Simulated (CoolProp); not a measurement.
Vapour-liquid equilibrium of R125 (1) + R134a (2) at -51.75 °C; x and y are mole fractions of (1).

Computed with CoolProp (multi-fluid Helmholtz-energy mixture model, Lemmon 2005 and Tillner-Roth 1994; pair parameters Lemmon 2004).

**Question.** Give the bubble pressure and the first vapour's composition at x = 0.05, 0.25, 0.65. Is there an azeotrope?

**Answer.** x = 0.05: 0.02960 MPa, y = 0.146; x = 0.25: 0.04157 MPa, y = 0.514; x = 0.65: 0.06459 MPa, y = 0.849. No azeotrope shows between x = 0.05 and 0.95.

The pair parameters rest on a limited set of measurements; away from them the model extrapolates.
